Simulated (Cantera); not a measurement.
Cantera run, input and output.

```python
import numpy as np
import cantera as ct

gas = ct.Solution("gri30.yaml")


def delay(T, t_max=10):
    gas.TPX = T, 78000, {'CO': 1, 'H2': 0.26, 'O2': 0.797, 'N2': 4.47}
    reactor = ct.IdealGasReactor(gas, clone=False)
    net = ct.ReactorNet([reactor])
    net.rtol, net.atol = 1e-8, 1e-16
    while net.time < t_max:
        t_old, T_old = net.time, reactor.T
        net.step()
        if reactor.T > T + 400:  # ignition: a rise of 400 K
            return t_old + (T + 400 - T_old) / (reactor.T - T_old) * (net.time - t_old)
    return np.nan


taus = []
for T in [1000, 1075, 1150, 1225, 1300, 1375, 1450, 1525]:
    taus.append(delay(T))
    print(f"T0 = {T:6g} K   tau = {taus[-1]:.4e} s")
```

It prints:

```
T0 =   1000 K   tau = 5.8887e-04 s
T0 =   1075 K   tau = 2.8236e-04 s
T0 =   1150 K   tau = 1.8228e-04 s
T0 =   1225 K   tau = 1.3582e-04 s
T0 =   1300 K   tau = 1.1114e-04 s
T0 =   1375 K   tau = 9.7604e-05 s
T0 =   1450 K   tau = 9.0874e-05 s
T0 =   1525 K   tau = 8.9043e-05 s
```

Model: GRI-Mech 3.0 (53 species, 325 reactions), integrated in Cantera. Where the delays flatten at high temperature, the 400 K rule measures the pace of heat release, not the induction time.
